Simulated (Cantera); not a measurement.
Input: 1 mol SiH4, 3.9 mol NH3, 8.6 mol N2, equilibrated at 1198.15 K and 540 Pa.

Cantera equilibrium calculation (NASA polynomials, part measured and part estimated; ideal gas, pure solids and liquids). Candidate condensed phases: Si, Si3N4; 18 gas species. Equilibrium is a limit: real reactors are often held back by kinetics, nucleation or transport.

Base state: N2 0.557, H2 0.443 (mole fractions); condensed: Si3N4(s).

Problem. What changes in the equilibrium state with this change: temperature from 1198.15 K to 1875 K?

Solution. 
```
species         before    after
-------------  -------  -------
N2               0.557    0.571
H2               0.443    0.422
H              1.73e-6  0.00579
Si               <1e-9  0.00168
SiH              <1e-9  7.42e-5
Si2N             <1e-9  4.95e-5
SiN              <1e-9  3.33e-5
Si3N4(s), mol    0.333        0
Si(l), mol           0    0.964
```
The tables' values for SiN are old estimates; treat these amounts as uncertain. Gases not in the tables: Si2H6 and higher silanes.
